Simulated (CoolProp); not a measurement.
Vapour-liquid equilibrium of p-xylene (1) + n-nonane (2) at 0.00114 MPa; x and y are mole fractions of (1).

Computed with CoolProp (multi-fluid Helmholtz-energy mixture model, Zhou 2012 and Lemmon 2006; pair parameters Bell 2016).

### Question
Give the bubble temperature and the first vapour's composition at x = 0.05, 0.15, 0.35. Is there an azeotrope?

### Answer
x = 0.05: 35.2 °C, y = 0.102; x = 0.15: 33.5 °C, y = 0.271; x = 0.35: 30.7 °C, y = 0.519. No azeotrope shows between x = 0.05 and 0.95.

The pair parameters rest on a limited set of measurements; away from them the model extrapolates.
